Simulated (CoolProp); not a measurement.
Model: reference Helmholtz-energy equation of state, McLinden 2015, in CoolProp.

For the fluoroketone C6F12O (FK-5-1-12), give the phase and the speed of sound (m/s) at 168.55 °C and 0.101 MPa.


- 168.55 °C and 0.101 MPa: gas; speed of sound 107
